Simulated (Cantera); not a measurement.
Cantera run, input and output.

```python
import numpy as np
import cantera as ct

gas = ct.Solution("gri30.yaml")


def delay(T, t_max=10):
    gas.TPX = T, 110000, {'C2H4': 1, 'O2': 5.08, 'N2': 26.9, 'CO2': 5.6}
    reactor = ct.IdealGasReactor(gas, clone=False)
    net = ct.ReactorNet([reactor])
    net.rtol, net.atol = 1e-8, 1e-16
    while net.time < t_max:
        t_old, T_old = net.time, reactor.T
        net.step()
        if reactor.T > T + 400:  # ignition: a rise of 400 K
            return t_old + (T + 400 - T_old) / (reactor.T - T_old) * (net.time - t_old)
    return np.nan


taus = []
for T in [1100, 1150, 1200, 1250, 1300, 1350, 1400]:
    taus.append(delay(T))
    print(f"T0 = {T:6g} K   tau = {taus[-1]:.4e} s")
```

Result:

```
T0 =   1100 K   tau = 8.2704e-03 s
T0 =   1150 K   tau = 1.6940e-03 s
T0 =   1200 K   tau = 4.6984e-04 s
T0 =   1250 K   tau = 2.3152e-04 s
T0 =   1300 K   tau = 1.4613e-04 s
T0 =   1350 K   tau = 1.0308e-04 s
T0 =   1400 K   tau = 7.7474e-05 s
```

Model: GRI-Mech 3.0 (53 species, 325 reactions), integrated in Cantera. GRI-Mech 3.0 was tuned for natural gas; its chemistry of ethylene as a main component is partial and can be far from experiment.
